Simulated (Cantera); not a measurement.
CHF3 + HCl (fluorocarbon and chlorocarbon gases)

Charge: 1 mol CHF3, 1.1 mol HCl, equilibrated at 0.323 Torr.

These are equilibrium values from Cantera (NASA tables, ideal gas, pure condensed phases), not measurements of a reactor. Candidate condensed phases: C, C6H6, C7H8, C8H18; 118 gas species. Gases not in the tables: C2F6 and larger saturated fluorocarbons. Equilibrium is a limit: real reactors are often held back by kinetics, nucleation or transport.

```csv
T (K),x HF,x Cl,x HCl,x CF4,x Cl2,x F,x CF2,n C(graphite)
1000,0.514,0.00492,0.262,0.148,0.0690,1.28e-9,1.00e-8,0.597
1100,0.566,0.0220,0.192,0.128,0.0907,3.90e-8,2.05e-7,0.641
1200,0.599,0.0687,0.130,0.110,0.0908,6.70e-7,2.47e-6,0.680
1300,0.611,0.152,0.0781,0.0927,0.0648,7.35e-6,1.98e-5,0.715
1400,0.611,0.240,0.0394,0.0790,0.0305,5.72e-5,0.000117,0.743
1500,0.610,0.290,0.0176,0.0710,0.0106,0.000341,0.000549,0.759
1600,0.610,0.309,0.00784,0.0664,0.00339,0.00164,0.00215,0.766
1700,0.607,0.314,0.00369,0.0609,0.00115,0.00651,0.00704,0.765
1800,0.597,0.311,0.00188,0.0494,0.000416,0.0215,0.0189,0.759
1900,0.575,0.300,0.00108,0.0283,0.000159,0.0569,0.0378,0.756
```
x: gas mole fraction; n: condensed amount in mol.

From 1000 K to 1900 K the condensed part is C(graphite). The main C-bearing gas is CF4 at 1000 K and CF2 at 1900 K. The share of C in condensed phases is highest at 1600 K (76.6 %) and lowest at 1000 K (59.7 %).
